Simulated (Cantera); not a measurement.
A perfectly stirred reactor is fed with 9.94 % H2, 58.5 % O2, 31.6 % N2, at 1330 Pa; it is held at 1248 K, and followed from long to short residence time.

Model: the H2/O2 subset of GRI-Mech 3.0, which has no nitrogen chemistry, integrated in Cantera. Radical loss at walls, strong at low pressure, is not modelled. The temperature is held fixed by assumption; the heat of reaction is taken as removed at once.

Task: Predict: x(H2) at τ = 0.560 s; x(O2) at τ = 0.560 s; x(H) at τ = 0.560 s; x(O) at τ = 0.560 s; x(HO2) at τ = 0.560 s; x(H2) at τ = 23.0 ms; x(O2) at τ = 23.0 ms; x(H) at τ = 23.0 ms; x(O) at τ = 23.0 ms; x(HO2) at τ = 23.0 ms.

Result: 
* **x(H2) at τ = 0.560 s**: 0.000645
* **x(O2) at τ = 0.560 s**: 0.558
* **x(H) at τ = 0.560 s**: 0.00112
* **x(O) at τ = 0.560 s**: 0.00533
* **x(HO2) at τ = 0.560 s**: 2.43e-6
* **x(H2) at τ = 23.0 ms**: 0.00361
* **x(O2) at τ = 23.0 ms**: 0.537
* **x(H) at τ = 23.0 ms**: 0.0143
* **x(O) at τ = 23.0 ms**: 0.0282
* **x(HO2) at τ = 23.0 ms**: 3.60e-6
